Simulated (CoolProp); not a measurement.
Vapour-liquid equilibrium of m-xylene (1) + n-nonane (2) at 480.5 K; x and y are mole fractions of (1).

Computed with CoolProp (multi-fluid Helmholtz-energy mixture model, Zhou 2012 and Lemmon 2006; pair parameters Bell 2016).

### Question
Give the bubble pressure and the first vapour's composition at x = 0.2, 0.425, 0.575. Is there an azeotrope?

### Answer
x = 0.2: 407.3 kPa, y = 0.258; x = 0.425: 439.2 kPa, y = 0.486; x = 0.575: 454.5 kPa, y = 0.619. No azeotrope shows between x = 0.05 and 0.95.

The pair parameters rest on a limited set of measurements; away from them the model extrapolates.
